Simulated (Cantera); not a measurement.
A closed system holds: 1 mol CH3OH, 0.11 mol H2O, 0.26 mol N2, at 1275 K and 10.0 mbar.

Method: chemical equilibrium by Gibbs-energy minimisation in Cantera with the NASA 1993 tables (ideal gas, pure condensed phases). Equilibrium is a limit: real reactors are often held back by kinetics, nucleation or transport.

```csv
species,before,after
H2,0.601,0.894
N2,0.0772,0.0747
CO,0.289,0.0316
H2O,0.0253,3.29e-6
CO2,0.00733,7.00e-8
CH4,2.68e-8,7.40e-5
HCN,2.81e-8,4.21e-5
"C(graphite), mol",0,5.89
```
Gas species are given as mole fractions.

Task: Name the change that produced these shifts.
A) CH3OH replaced by C6H6
B) H2O from 0.11 to 0.92 mol
C) temperature from 1275 K to 1100 K
D) temperature from 1275 K to 1775 K

Result: A, CH3OH replaced by C6H6
